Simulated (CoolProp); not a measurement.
The numbers come from the reference Helmholtz-energy equation of state, Lemmon 2006 in CoolProp. It is a short technical equation, of lower accuracy than the large ones.

Task: For toluene, give the phase and the cp (kJ/(kg K)), viscosity (µPa s) at 407.2 K and 0.101 MPa; 444.2 K and 0.101 MPa; 499.7 K and 0.101 MPa.

Result: 
- 407.2 K and 0.101 MPa: gas; cp 1.57, viscosity 9.35
- 444.2 K and 0.101 MPa: gas; cp 1.69, viscosity 10.2
- 499.7 K and 0.101 MPa: gas; cp 1.86, viscosity 11.5

Viscosity comes from a separate model (Avgeri 2015).
